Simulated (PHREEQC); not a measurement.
Solution (15 °C): 0.0047 mol HF and 0.011 mol KF per kg of water. Closed to the air; pH follows from the charge balance.

Computed with PHREEQC (ion-association model, phreeqc.dat).

```csv
quantity,before,after
pH,3.48,4.15
HF (mol/kgw),0.00417,0.00388
HF2- (mol/kgw),0.000164,0.000738
```

What was changed between the two runs?
A. HF from 0.0047 to 0.0094 mol/kgw
B. HF replaced by HBF4 at the same molality
C. 0.017 mol/kgw FeCl2 added
D. HF from 0.0047 to 0.00047 mol/kgw
E. KF from 0.011 to 0.055 mol/kgw

E, KF from 0.011 to 0.055 mol/kgw

Precipitation was switched off in this run.
